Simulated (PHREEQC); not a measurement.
**Alkaline etch or developer (model solution)**

Consider water at 15 °C with 0.096 mol NH3, 3.5e-07 mol H4SiO4 and 8.9e-05 mol (CH3)4NCl per kg of water. Closed to the air; pH follows from the charge balance.

Computed with PHREEQC (ion-association model, phreeqc.dat).

- pH: 11.44
- ionic strength: 0.00139 mol/kgw
- total alkalinity: 96.0 meq/kg

```tsv
species	molality	activity	log γ
NH3	0.0947	0.0947	0.000
OH-	0.00130	0.00125	-0.018
NH4+	0.00130	0.00125	-0.018
Cl-	8.90e-5	8.54e-5	-0.018
(CH3)4N+	8.90e-5	8.54e-5	-0.018
H3SiO4-	3.35e-7	3.22e-7	-0.018
H4SiO4	1.14e-8	1.14e-8	0.000
H2SiO4-2	3.56e-9	3.03e-9	-0.070
```

No solid was allowed to form. (CH3)4N+ isn't in the database: it is added as a free cation with an ion size of 4 Å.
